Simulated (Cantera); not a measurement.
**Diamond growth**

A diamond (100) surface in a fixed gas of H2 with x(CH4) = 0.0021, x(H) = 0.0055, x(CH3) = 0.00012, at 1200 K; coverages are run to steady state.

Cantera simulation using the Harris–Goodwin 1993 mechanism for the reconstructed diamond (100) surface; the numbers are that mechanism's predictions, not measurements.

```json
[
 {"P (Pa)": "1100", "growth (µm/h)": "0.206", "θ c6HH": "0.442", "θ c6H*": "0.0383", "θ c6*H": "0.490", "θ c6**": "0.0293", "θ c6HM": "0.000464"},
 {"P (Pa)": "1500", "growth (µm/h)": "0.329", "θ c6HH": "0.442", "θ c6H*": "0.0383", "θ c6*H": "0.490", "θ c6**": "0.0292", "θ c6HM": "0.000614"},
 {"P (Pa)": "2200", "growth (µm/h)": "0.597", "θ c6HH": "0.441", "θ c6H*": "0.0383", "θ c6*H": "0.489", "θ c6**": "0.0292", "θ c6HM": "0.000856"},
 {"P (Pa)": "3000", "growth (µm/h)": "0.975", "θ c6HH": "0.441", "θ c6H*": "0.0383", "θ c6*H": "0.489", "θ c6**": "0.0292", "θ c6HM": "0.00111"},
 {"P (Pa)": "4300", "growth (µm/h)": "1.72", "θ c6HH": "0.441", "θ c6H*": "0.0382", "θ c6*H": "0.489", "θ c6**": "0.0292", "θ c6HM": "0.00146"},
 {"P (Pa)": "6000", "growth (µm/h)": "2.90", "θ c6HH": "0.441", "θ c6H*": "0.0382", "θ c6*H": "0.489", "θ c6**": "0.0292", "θ c6HM": "0.00184"},
 {"P (Pa)": "8400", "growth (µm/h)": "4.84", "θ c6HH": "0.440", "θ c6H*": "0.0382", "θ c6*H": "0.488", "θ c6**": "0.0292", "θ c6HM": "0.00227"},
 {"P (Pa)": "12000", "growth (µm/h)": "8.16", "θ c6HH": "0.440", "θ c6H*": "0.0382", "θ c6*H": "0.488", "θ c6**": "0.0292", "θ c6HM": "0.00276"}
]
```
θ: site fractions in the mechanism's names (c6HH fully hydrogenated, c6H* and c6*H radical sites, c6** diradical, c6HM methylated).
